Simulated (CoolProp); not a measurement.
A simple Rankine cycle with ammonia: condensing at 302.15 K, boiler at 4.3 MPa, turbine inlet 504.8 K, turbine efficiency 0.8, pump efficiency 0.8, no recuperator. Each further row changes one setting.

The numbers come from the reference Helmholtz-energy equation of state, Gao 2020 in CoolProp.

```csv
case,thermal efficiency (%),net work (kJ/kg),heat in (kJ/kg),turbine exit temperature (K),volume ratio over the turbine
as stated,12.9,209,1620,400.1,3.09
turbine inlet 524.8 K,13.2,220,1670,___,3.09
condensing temperature 294.15 K,___,243,1660,383.6,___
boiler pressure 3.01 MPa,10.0,163,1640,427.4,2.28
turbine efficiency 0.7,11.3,___,1620,___,3.19
```

Problem. Some entries are withheld; supply them.

Solution. 
- turbine inlet 524.8 K, turbine exit temperature (K): 418.1
- condensing temperature 294.15 K, thermal efficiency (%): 14.6
- condensing temperature 294.15 K, volume ratio over the turbine: 3.80
- turbine efficiency 0.7, net work (kJ/kg): 182
- turbine efficiency 0.7, turbine exit temperature (K): 411.0
